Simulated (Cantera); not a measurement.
Cu + CO + H2 (metals in furnace atmospheres)

A closed system holds: 1 mol Cu, 9.5 mol CO, 43 mol H2, held at 1077 °C and 10.0 Pa.

These are equilibrium values from Cantera (NASA tables, ideal gas, pure condensed phases), not measurements of a reactor. Candidate condensed phases: C, C6H6, C7H8, C8H18, Cu, CuO, Cu(OH)2, Cu2O, H2O; 113 gas species. Rates play no part.

```
Quantity                                   Result
--------------------------------------  ---------
x(H2)                                       0.815
x(CO)                                       0.180
x(Cu)                                     0.00489
x(H)                                     0.000215
n(Cu(s))                                0.742 mol
gas amount                              52.76 mol
log10 activity of C(graphite) (absent)      -0.51
log10 activity of Cu(OH)2(s) (absent)      -25.90
```
